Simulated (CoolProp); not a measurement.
Properties of CH2F2 (R32) at several states.

Computed with CoolProp (reference Helmholtz-energy equation of state, Tillner-Roth 1997).

| T (°C) | p (kPa) | phase | density (kg/m³) | cp (kJ/(kg K)) | cv (kJ/(kg K)) | isothermal compressibility (1/MPa) | expansivity (1/kK) | fugacity coefficient |
|---|---|---|---|---|---|---|---|---|
| -17.95 | 4340 | liquid | 1125 | 1.642 | 0.9342 | 0.002314 | 2.687 | 0.09944 |
| -111.95 | 20.6 | liquid | 1369 | 1.566 | 1.012 | 0.0006865 | 1.798 | 0.05738 |
| -2.55 | 91.5 | gas | 2.151 | 0.8201 | 0.6450 | 11.11 | 3.932 | 0.9841 |
